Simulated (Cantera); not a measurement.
Silicon nitride deposition: trisilylamine + NH3 + H2

Charge: 1 mol trisilylamine, 12 mol NH3, 7 mol H2, at 1648 K.

Equilibrium computed with Cantera from the NASA thermochemical tables; the gas is ideal and each condensed phase is pure. Candidate condensed phases: Si, Si3N4; 18 gas species. The feed counts by its element totals alone. Mutual solubility and eutectic melting of coexisting phases are not modelled. The tables' values for SiN are old estimates; treat these amounts as uncertain. Kinetics and transport are ignored.

From 5.00e-5 bar to 0.00140 bar the condensed part is Si(s). At 0.00410 bar the condensed part is Si(s) + Si3N4(s). From 0.0120 bar to 1.00 bar the condensed part is Si3N4(s). The main Si-bearing gas is Si at 5.00e-5 bar and SiH2 at 1.00 bar.

```tsv
P (Pa)	log p H2	log p N2	log p H	log p Si	n Si(s)	n Si3N4(s)
5	-4.40	-5.05	-6.25	-6.59	2.81	0
15	-3.91	-4.57	-6.01	-6.59	2.93	0
45	-3.44	-4.09	-5.77	-6.59	2.98	0
140	-2.94	-3.60	-5.52	-6.59	2.99	0
410	-2.47	-3.18	-5.28	-6.59	1.86	0.379
1200	-1.98	-2.80	-5.04	-6.84	0	1.000
3700	-1.49	-2.31	-4.80	-7.17	0	1.000
11000	-1.02	-1.84	-4.56	-7.48	0	1.000
33000	-0.54	-1.36	-4.32	-7.80	0	1.000
100000	-0.06	-0.88	-4.08	-8.12	0	1.000
```
log p: log10 of the partial pressure in bar; n: condensed amount in mol.
